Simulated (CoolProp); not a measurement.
Vapour-liquid equilibrium of ethane (1) + C2F6 (R116) (2) at 0.412 MPa; x and y are mole fractions of (1).

Computed with CoolProp (multi-fluid Helmholtz-energy mixture model, Bücker 2006 and Lemmon 2006; pair parameters Bell 2016).

```tsv
x	bubble temperature (°C)	y at the bubble point	dew temperature at overall composition x (°C)	liquid density (mol/L)
0.05	-50.6	0.151	-48.3	10.83
0.15	-55.9	0.370	-50.6	11.35
0.25	-59.5	0.501	-52.9	11.84
0.35	-61.5	0.578	-55.4	12.32
0.45	-62.6	0.622	-58.1	12.82
0.55	-63.0	0.651	-60.8	13.36
0.65	-63.2	0.674	-63.0	13.98
0.75	-63.1	0.701	-62.6	14.69
0.85	-62.6	0.751	-60.8	15.48
0.95	-60.4	0.872	-58.9	16.33
```

y crosses x between x = 0.65 and 0.75: the model has an azeotrope there.

The pair parameters rest on a limited set of measurements; away from them the model extrapolates. With so large a gap from Raoult's law the liquid may split in two, which this calculation doesn't test in full.
